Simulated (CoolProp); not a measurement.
Vapour-liquid equilibrium of C2F6 (R116) (1) + propylene (2) at 737 kPa; x and y are mole fractions of (1).

Model: multi-fluid Helmholtz-energy mixture model, Lemmon 2006 and Lemmon 2013; pair parameters Bell 2016, in CoolProp.

### Question
Give the bubble temperature and the first vapour's composition at x = 0.05, 0.65, 0.725. Is there an azeotrope?

### Answer
x = 0.05: -7.0 °C, y = 0.353; x = 0.65: -30.8 °C, y = 0.769; x = 0.725: -31.2 °C, y = 0.793. y crosses x between x = 0.8 and 0.875: the model has an azeotrope there.

Pair parameters are fitted to limited data, so mixtures are less certain than the pure fluids. With so large a gap from Raoult's law the liquid may split in two, which this calculation doesn't test in full.
